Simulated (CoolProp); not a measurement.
Vapour-liquid equilibrium of R22 (1) + methanol (2) at 284.9 K; x and y are mole fractions of (1).

Computed with CoolProp (multi-fluid Helmholtz-energy mixture model, Kamei 1995 and de Reuck 1993; pair parameters Bell 2016).

```tsv
x	bubble pressure (MPa)	y at the bubble point	dew pressure at overall composition x (MPa)	liquid density (mol/L)
0.05	0.06843	0.883	0.008667	24.31
0.15	0.1743	0.956	0.009680	23.12
0.25	0.2634	0.973	0.01096	21.98
0.35	0.3387	0.980	0.01263	20.89
0.45	0.4032	0.984	0.01490	19.84
0.55	0.4596	0.988	0.01818	18.83
0.65	0.5113	0.990	0.02332	17.83
0.75	0.5619	0.992	0.03252	16.85
0.85	0.6159	0.995	0.05371	15.86
0.95	0.6795	0.998	0.1536	14.86
```

No azeotrope shows between x = 0.05 and 0.95.

Pair parameters are fitted to limited data, so mixtures are less certain than the pure fluids. With so large a gap from Raoult's law the liquid may split in two, which this calculation doesn't test in full.
